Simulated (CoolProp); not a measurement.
A single-stage vapour-compression cycle with hydrogen chloride: evaporating at 230.15 K (dew point), condensing at 298.15 K (bubble point), superheat 0 K, subcooling 5 K, compressor efficiency 0.65, no pressure losses. Each further row changes one setting.

Values from CoolProp's reference Helmholtz-energy equation of state, Thol 2018.

```json
[
 {"case": "as stated", "cooling COP": "1.46", "pressure ratio": "6.90", "discharge temperature (K)": "466.8", "refrigerating effect (kJ/kg)": "269", "volumetric capacity (kJ/m³)": "3940"},
 {"case": "evaporating temperature 235.15 K", "cooling COP": "1.66", "pressure ratio": "5.76", "discharge temperature (K)": "445.5", "refrigerating effect (kJ/kg)": "271", "volumetric capacity (kJ/m³)": "4710"},
 {"case": "condensing temperature 293.15 K", "cooling COP": "1.65", "pressure ratio": "6.15", "discharge temperature (K)": "448.4", "refrigerating effect (kJ/kg)": "281", "volumetric capacity (kJ/m³)": "4110"},
 {"case": "subcooling 10 K", "cooling COP": "1.53", "pressure ratio": "6.90", "discharge temperature (K)": "466.8", "refrigerating effect (kJ/kg)": "281", "volumetric capacity (kJ/m³)": "4110"},
 {"case": "superheat 10 K", "cooling COP": "1.43", "pressure ratio": "6.90", "discharge temperature (K)": "491.8", "refrigerating effect (kJ/kg)": "280", "volumetric capacity (kJ/m³)": "3860"},
 {"case": "compressor efficiency 0.55", "cooling COP": "1.24", "pressure ratio": "6.90", "discharge temperature (K)": "504.4", "refrigerating effect (kJ/kg)": "269", "volumetric capacity (kJ/m³)": "3940"}
]
```
